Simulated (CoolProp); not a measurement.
A Linde-Hampson liquefier for ethane: isothermal reversible compression at 320 K from 1 atm to 5 MPa, throttling to 1 atm, return gas leaving the recuperator 2 K below the feed. Each further row changes one setting.

Model: reference Helmholtz-energy equation of state, Bücker 2006, in CoolProp.

| case | liquid yield per pass | compression work (kJ/kg of gas) |
|---|---|---|
| as stated | ? | 315 |
| high pressure 10 MPa | ? | ? |
| warm-end temperature 350 K | ? | 354 |
| warm-end gap 7 K | 0.160 | 315 |

### Question
Fill in the missing entries.

### Answer

- as stated, liquid yield per pass: 0.171
- high pressure 10 MPa, liquid yield per pass: 0.430
- high pressure 10 MPa, compression work (kJ/kg of gas): 338
- warm-end temperature 350 K, liquid yield per pass: 0.108
